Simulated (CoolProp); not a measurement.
1-butene along the isotherm 184.15 °C: density (kg/m³) from the reference equation and from simpler models built on Tc = 146.1 °C, pc = 40.06 bar, ω = 0.192; each cubic takes its own stable root.

The numbers come from the reference Helmholtz-energy equation of state, Lemmon 2005 in CoolProp. It is a short technical equation, of lower accuracy than the large ones.

```csv
p (bar),phase,reference,ideal gas,van der Waals,Redlich-Kwong,Soave-Redlich-Kwong,Peng-Robinson
50.1,supercritical,129.0,73.93,136.9,130.6,123.5,130.2
100,supercritical,357.1,147.6,283.7,323.4,310.9,339.6
150,supercritical,411.5,221.3,317.6,380.7,372.3,410.1
200,supercritical,441.4,295.1,338.0,415.2,408.5,451.4
250,supercritical,462.5,368.9,352.6,440.2,434.6,480.9
300,supercritical,479.1,442.7,364.1,459.8,455.0,503.8
351,supercritical,493.1,517.9,373.6,476.2,472.0,522.8
401,supercritical,504.8,591.7,381.4,489.9,486.1,538.5
```
